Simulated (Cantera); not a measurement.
**Silicon carbide growth: CH₃SiH₃ + H₂**

Charge: 1 mol CH₃SiH₃, a varied amount of H₂, at 975 K and 10000 Pa.

These are equilibrium values from Cantera (NASA tables, ideal gas, pure condensed phases), not measurements of a reactor. Candidate condensed phases: C, C₆H₆, C₇H₈, C₈H₁₈, Si, SiC; 87 gas species. The feed counts by its element totals alone. Kinetics and transport are ignored.

| n(H₂) (mol) | x H₂ | x CH₄ | x SiH₄ | x H | n SiC(s) | n Si(s) |
|---|---|---|---|---|---|---|
| 21 | 1.000 | 3.91e-6 | 3.83e-8 | 3.62e-9 | 1.000 | 0 |
| 27 | 1.000 | 3.91e-6 | 3.83e-8 | 3.62e-9 | 1.000 | 0.000116 |
| 35 | 1.000 | 3.91e-6 | 3.83e-8 | 3.62e-9 | 1.000 | 0.000147 |
| 45 | 1.000 | 3.91e-6 | 3.83e-8 | 3.62e-9 | 1.000 | 0.000186 |
| 58 | 1.000 | 3.91e-6 | 3.83e-8 | 3.62e-9 | 1.000 | 0.000236 |
| 74 | 1.000 | 3.91e-6 | 3.83e-8 | 3.62e-9 | 1.000 | 0.000298 |
| 95 | 1.000 | 3.91e-6 | 3.83e-8 | 3.62e-9 | 1.000 | 0.000379 |
| 120 | 1.000 | 3.91e-6 | 3.83e-8 | 3.62e-9 | 1.000 | 0.000476 |
| 160 | 1.000 | 3.91e-6 | 3.83e-8 | 3.62e-9 | 0.999 | 0.000631 |
| 200 | 1.000 | 3.91e-6 | 3.83e-8 | 3.62e-9 | 0.999 | 0.000786 |
| 260 | 1.000 | 3.91e-6 | 3.83e-8 | 3.62e-9 | 0.999 | 0.00102 |
| 330 | 1.000 | 3.91e-6 | 3.83e-8 | 3.62e-9 | 0.999 | 0.00129 |
x: gas mole fraction; n: condensed amount in mol.

At 21 mol H₂ the condensed part is SiC(s). From 27 mol H₂ to 330 mol H₂ the condensed part is Si(s) + SiC(s). The main Si-bearing gas is SiH₄ throughout.
